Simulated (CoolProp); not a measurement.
Vapour-liquid equilibrium of R152A (1) + R227EA (2) at 227.8 K; x and y are mole fractions of (1).

Computed with CoolProp (multi-fluid Helmholtz-energy mixture model, Outcalt 1996 and Lemmon 2016; pair parameters Bell 2016).

```csv
x,"bubble pressure, mixture model (bar)","bubble pressure, Raoult's law (bar)","y, mixture model","y, Raoult's law"
0.05,0.2414,0.2440,0.064,0.073
0.2,?,0.2616,0.271,0.272
0.35,0.2784,0.2792,0.462,0.446
0.5,?,0.2968,0.619,0.599
0.65,0.3212,0.3144,?,0.735
0.8,0.3384,0.3320,?,0.857
0.95,0.3519,0.3496,?,0.966
```

Task: Fill in the missing entries.

Result: 
- 0.2, bubble pressure, mixture model (bar): 0.2571
- 0.5, bubble pressure, mixture model (bar): 0.3008
- 0.65, y, mixture model: 0.745
- 0.8, y, mixture model: 0.853
- 0.95, y, mixture model: 0.961

The largest gap from Raoult's law is +2.2 % in bubble pressure, at x = 0.65. No azeotrope shows between x = 0.05 and 0.95.

The pair parameters rest on a limited set of measurements; away from them the model extrapolates. The gap from Raoult's law changes sign with composition, which may be real or a fault of the pair parameters; it wasn't checked against measurements.
